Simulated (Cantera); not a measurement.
What does this Cantera script print?

```python
import numpy as np
import cantera as ct

gas = ct.Solution("gri30.yaml")


def delay(T, t_max=10):
    gas.TPX = T, 2900000, {'C3H8': 1, 'O2': 3.12, 'N2': 14.4}
    reactor = ct.IdealGasConstPressureReactor(gas, clone=False)
    net = ct.ReactorNet([reactor])
    net.rtol, net.atol = 1e-8, 1e-16
    while net.time < t_max:
        t_old, T_old = net.time, reactor.T
        net.step()
        if reactor.T > T + 400:  # ignition: a rise of 400 K
            return t_old + (T + 400 - T_old) / (reactor.T - T_old) * (net.time - t_old)
    return np.nan


taus = []
for T in [1175, 1275, 1375, 1475, 1575, 1675, 1775, 1875, 1975]:
    taus.append(delay(T))
    print(f"T0 = {T:6g} K   tau = {taus[-1]:.4e} s")
```

It prints:

```
T0 =   1175 K   tau = 1.3480e-03 s
T0 =   1275 K   tau = 2.6250e-04 s
T0 =   1375 K   tau = 5.9253e-05 s
T0 =   1475 K   tau = 1.6608e-05 s
T0 =   1575 K   tau = 5.8918e-06 s
T0 =   1675 K   tau = 2.5866e-06 s
T0 =   1775 K   tau = 1.3531e-06 s
T0 =   1875 K   tau = 8.1225e-07 s
T0 =   1975 K   tau = 5.4149e-07 s
```

Cantera simulation using GRI-Mech 3.0 (53 species, 325 reactions); the numbers are that mechanism's predictions, not measurements. GRI-Mech 3.0 was tuned for natural gas; its chemistry of propane as a main component is partial and can be far from experiment. The pressure lies above the range GRI-Mech 3.0 was tuned for (to about 10 atm).
